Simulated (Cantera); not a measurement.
Input: 1 mol MgSO4, 0.49 mol CO2, 9.1 mol H2.

These are equilibrium values from Cantera (NASA tables, ideal gas, pure condensed phases), not measurements of a reactor. Candidate condensed phases: C, C6H6, C7H8, C8H18, H2O, H2SO4, Mg, MgCO3, MgO, Mg(OH)2, MgS, MgSO4, S; 130 gas species. Equilibrium is a limit: real reactors are often held back by kinetics, nucleation or transport.

**Question.** What condenses at these points (T in °C, P in Pa): (1927, 36); (1777, 10); (1177, 36); (277, 1000000); (1477, 130); (577, 10)?

**Answer.** 
| T (°C) | P in Pa | condensed phases | Mg condensed (%) |
|---|---|---|---|
| 1927 | 36 | gas only | 0.0 |
| 1777 | 10 | gas only | 0.0 |
| 1177 | 36 | MgO | 100.0 |
| 277 | 1000000 | Mg(OH)2 | 100.0 |
| 1477 | 130 | MgO | 99.6 |
| 577 | 10 | MgO | 100.0 |
